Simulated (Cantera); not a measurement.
Feed: 1 mol FeCl₂, 0.62 mol H₂O, 2 mol H₂, equilibrated at 1330 Pa.

These are equilibrium values from Cantera (NASA tables, ideal gas, pure condensed phases), not measurements of a reactor. Candidate condensed phases: Fe, FeCl₂, FeCl₃, FeO, Fe(OH)₂, Fe(OH)₃, Fe₂O₃, Fe₃O₄, H₂O; 22 gas species. The numbers say what is thermodynamically allowed, not how fast it happens.

x: gas mole fraction; n: condensed amount in mol.

```tsv
T (°C)	x H₂	x HCl	x H₂O	x FeCl₂	x Fe	x H	x Cl	n Fe(l)
1600	0.428	0.235	0.170	0.155	0.00593	0.00366	0.00152	0.411
1625	0.427	0.234	0.169	0.155	0.00815	0.00442	0.00183	0.401
1650	0.426	0.232	0.168	0.155	0.0111	0.00532	0.00218	0.388
1675	0.424	0.230	0.167	0.155	0.0150	0.00637	0.00259	0.372
1700	0.421	0.227	0.166	0.154	0.0201	0.00758	0.00306	0.352
1725	0.418	0.224	0.165	0.153	0.0267	0.00898	0.00359	0.325
1750	0.413	0.221	0.163	0.151	0.0353	0.0106	0.00420	0.291
1775	0.407	0.217	0.161	0.149	0.0463	0.0124	0.00489	0.246
1800	0.400	0.213	0.158	0.147	0.0602	0.0144	0.00566	0.187
1825	0.391	0.207	0.154	0.144	…	…	…	…
1850	0.380	0.201	0.149	0.140	0.1000	0.0192	0.00743	0.0103
1875	0.370	0.209	0.147	0.132	0.107	…	…	0
1900	0.359	0.219	0.145	0.124	0.113	0.0250	0.0111	0
1925	0.348	0.228	0.143	0.116	0.118	0.0285	0.0135	0
```

Q: Complete the blanks.

A: 
- 1875, x H: 0.0219
- 1875, x Cl: 0.00909
- 1825, x Fe: 0.0778
- 1825, x H: 0.0167
- 1825, x Cl: 0.00650
- 1825, n Fe(l): 0.111
